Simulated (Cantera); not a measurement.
Charge: 1 mol Si(CH3)4, 620 mol H2, 0.14 mol C2H4, held at 2375 K and 1.33 mbar.

Equilibrium computed with Cantera from the NASA thermochemical tables; the gas is ideal and each condensed phase is pure. Equilibrium is a limit: real reactors are often held back by kinetics, nucleation or transport.

```json
[
 {"species": "H2", "before": "0.678", "after": "0.864"},
 {"species": "H", "before": "0.318", "after": "0.131"},
 {"species": "C2H2 (acetylene)", "before": "0.00261", "after": "0.00301"},
 {"species": "Si", "before": "0.00120", "after": "0.00131"},
 {"species": "C3", "before": "2.35e-5", "after": "2.69e-6"},
 {"species": "C", "before": "1.61e-5", "after": "2.04e-6"},
 {"species": "SiH", "before": "1.16e-5", "after": "3.92e-5"},
 {"species": "C2H", "before": "6.65e-5", "after": "2.48e-5"},
 {"species": "SiC2", "before": "0.000132", "after": "0.000130"}
]
```
Gas species are given as mole fractions.

Name the change that produced these shifts.
A) pressure from 1.33 mbar to 1.00 bar
B) pressure from 1.33 mbar to 10.0 mbar
C) H2 from 620 to 1.8 mol
D) temperature from 2375 K to 1748 K

B, pressure from 1.33 mbar to 10.0 mbar
